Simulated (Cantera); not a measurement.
## Premixed flame

A freely propagating, adiabatic, planar premixed flame of CH3OH : O2 : N2 = 1 : 1.5 : 5.64 (molar parts), unburnt at 473 K and 1.00 bar; unity-Lewis-number transport, grid criteria slope 0.08 and curve 0.16, no radiation.

Cantera simulation using GRI-Mech 3.0 (53 species, 325 reactions); the numbers are that mechanism's predictions, not measurements. GRI-Mech 3.0 was tuned for natural gas; its chemistry of methanol as a main component is partial and can be far from experiment. Unity Lewis numbers drop preferential diffusion, which matters most where H2 and H carry the flame. Burning velocities carry a grid error of a few per cent, more on coarse grids.

```
z (mm)   T (K)  u (m/s)  x CH3OH    x O2     x OH   x C2H4     x HCO   x C2H2
-------  -----  -------  -------  ------  -------  -------  --------  -------
-1.13      473    0.633    0.123   0.184    <1e-8    <1e-8     <1e-8    <1e-8
-0.754     477    0.638    0.122   0.184    <1e-8    <1e-8     <1e-8    <1e-8
-0.566     489    0.655    0.121   0.183    <1e-8  1.55e-8     <1e-8    <1e-8
-0.377     558    0.752    0.115   0.176    <1e-8  8.19e-8     <1e-8  2.81e-8
-0.189     914     1.27   0.0785   0.138  3.32e-8  4.38e-7     <1e-8  1.50e-7
-0.0943   1288     1.85   0.0395  0.0971  1.93e-5  8.20e-7   3.40e-6  2.84e-7
0         1703     2.54  0.00285  0.0525  0.00255  9.66e-7  0.000179  4.13e-7
0.0943    1832     2.73  2.30e-6  0.0325  0.00873  3.37e-8   2.37e-6  5.05e-8
0.189     1895     2.81    <1e-8  0.0269   0.0102    <1e-8   1.32e-7    <1e-8
0.377     1979     2.91    <1e-8  0.0225   0.0104    <1e-8   7.34e-8    <1e-8
0.754     2072     3.03    <1e-8  0.0187  0.00961    <1e-8   3.70e-8    <1e-8
1.51      2159     3.13    <1e-8  0.0150  0.00824    <1e-8   1.59e-8    <1e-8
3.02      2228     3.22    <1e-8  0.0118  0.00679    <1e-8     <1e-8    <1e-8
```
x: mole fraction of selected species; z is measured from the peak of heat release.

```
Quantity                     Result
------------------------  ---------
laminar burning velocity  63.2 cm/s
thermal thickness          0.377 mm
peak x(OH)                   0.0104
peak x(C2H4)                1.09e-6
peak x(HCO)                0.000181
peak x(C2H2)                4.18e-7
```
